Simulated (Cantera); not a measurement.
Charge: 1 mol Si, 7.1 mol Cl₂, 70 mol H₂, held at 2.63 Torr.

These are equilibrium values from Cantera (NASA tables, ideal gas, pure condensed phases), not measurements of a reactor. Candidate condensed phases: Si; 19 gas species. The tables' values for SiCl₃ are old estimates; treat these amounts as uncertain. Kinetics and transport are ignored.

x: gas mole fraction; nothing condenses.

```json
[
 {"T (K)": "673", "x H₂": "0.853", "x HCl": "0.134", "x SiCl₄": "0.0131", "x SiCl₂": "?", "x SiCl₃": "6.35e-9", "x SiHCl₃": "1.06e-5"},
 {"T (K)": "723", "x H₂": "0.853", "x HCl": "0.134", "x SiCl₄": "0.0131", "x SiCl₂": "?", "x SiCl₃": "5.66e-8", "x SiHCl₃": "2.49e-5"},
 {"T (K)": "773", "x H₂": "0.853", "x HCl": "0.134", "x SiCl₄": "0.0131", "x SiCl₂": "?", "x SiCl₃": "3.78e-7", "x SiHCl₃": "5.24e-5"},
 {"T (K)": "823", "x H₂": "0.853", "x HCl": "0.134", "x SiCl₄": "0.0130", "x SiCl₂": "?", "x SiCl₃": "1.99e-6", "x SiHCl₃": "0.000100"},
 {"T (K)": "873", "x H₂": "0.853", "x HCl": "0.134", "x SiCl₄": "0.0130", "x SiCl₂": "?", "x SiCl₃": "8.62e-6", "x SiHCl₃": "0.000176"},
 {"T (K)": "923", "x H₂": "0.852", "x HCl": "0.134", "x SiCl₄": "0.0128", "x SiCl₂": "?", "x SiCl₃": "3.15e-5", "x SiHCl₃": "0.000290"},
 {"T (K)": "973", "x H₂": "0.852", "x HCl": "0.135", "x SiCl₄": "0.0126", "x SiCl₂": "?", "x SiCl₃": "9.97e-5", "x SiHCl₃": "0.000447"},
 {"T (K)": "1023", "x H₂": "0.852", "x HCl": "0.135", "x SiCl₄": "0.0121", "x SiCl₂": "?", "x SiCl₃": "0.000274", "x SiHCl₃": "0.000644"},
 {"T (K)": "1073", "x H₂": "0.850", "x HCl": "0.137", "x SiCl₄": "0.0110", "x SiCl₂": "?", "x SiCl₃": "0.000643", "x SiHCl₃": "0.000842"},
 {"T (K)": "1123", "x H₂": "0.847", "x HCl": "0.140", "x SiCl₄": "0.00893", "x SiCl₂": "?", "x SiCl₃": "0.00121", "x SiHCl₃": "0.000927"},
 {"T (K)": "1173", "x H₂": "0.842", "x HCl": "0.145", "x SiCl₄": "0.00585", "x SiCl₂": "?", "x SiCl₃": "0.00168", "x SiHCl₃": "0.000789"},
 {"T (K)": "1223", "x H₂": "0.836", "x HCl": "0.151", "x SiCl₄": "0.00301", "x SiCl₂": "?", "x SiCl₃": "0.00171", "x SiHCl₃": "0.000515"},
 {"T (K)": "1273", "x H₂": "0.833", "x HCl": "0.154", "x SiCl₄": "0.00130", "x SiCl₂": "?", "x SiCl₃": "0.00141", "x SiHCl₃": "0.000281"}
]
```

Q: What belongs in the gaps?

A: 
- 673, x SiCl₂: 1.43e-12
- 723, x SiCl₂: 6.10e-11
- 773, x SiCl₂: 1.58e-9
- 823, x SiCl₂: 2.73e-8
- 873, x SiCl₂: 3.37e-7
- 923, x SiCl₂: 3.12e-6
- 973, x SiCl₂: 2.27e-5
- 1023, x SiCl₂: 0.000131
- 1073, x SiCl₂: 0.000600
- 1123, x SiCl₂: 0.00203
- 1173, x SiCl₂: 0.00474
- 1223, x SiCl₂: 0.00778
- 1273, x SiCl₂: 0.01000
